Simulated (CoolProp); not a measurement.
Properties of isobutene along the isotherm 430.4 K (Tc = 418.1 K, pc = 4.016 MPa, ω = 0.193).

Values from CoolProp's reference Helmholtz-energy equation of state, Lemmon 2005. It is a short technical equation, of lower accuracy than the large ones.

```
p (MPa)          phase  density (kg/m³)  speed of sound (m/s)  Joule-Thomson coefficient (K/MPa)  fugacity coefficient
-------  -------------  ---------------  --------------------  ---------------------------------  --------------------
0.019              gas           0.2983                 261.7                              7.828                0.9985
0.028              gas           0.4400                 261.5                              7.835                0.9978
0.041              gas           0.6449                   [?]                              7.845                0.9968
0.0602             gas           0.9483                 260.9                              7.859                0.9953
0.0884             gas            1.396                 260.4                              7.881                0.9931
0.13               gas            2.059                 259.7                              7.913                0.9898
0.19               gas            3.025                 258.6                              7.959                0.9851
0.28               gas            4.490                 257.0                              8.030                0.9781
0.41               gas            6.647                 254.7                              8.136                0.9680
0.602              gas            9.924                 251.1                              8.300                0.9531
0.884              gas            14.95                   [?]                              8.556                0.9313
1.3                gas            22.91                 237.1                              8.973                0.8994
1.9                gas            35.81                 223.9                              9.679                0.8539
2.8                gas              [?]                 201.1                              11.05                0.7861
4.1      supercritical            120.3                 158.9                              13.99                0.6873
6.02     supercritical              [?]                 237.5                              3.231                0.5349
```

Fill in the missing entries.


- 0.041, speed of sound (m/s): 261.3
- 0.884, speed of sound (m/s): 245.6
- 2.8, density (kg/m³): 59.95
- 6.02, density (kg/m³): 348.4
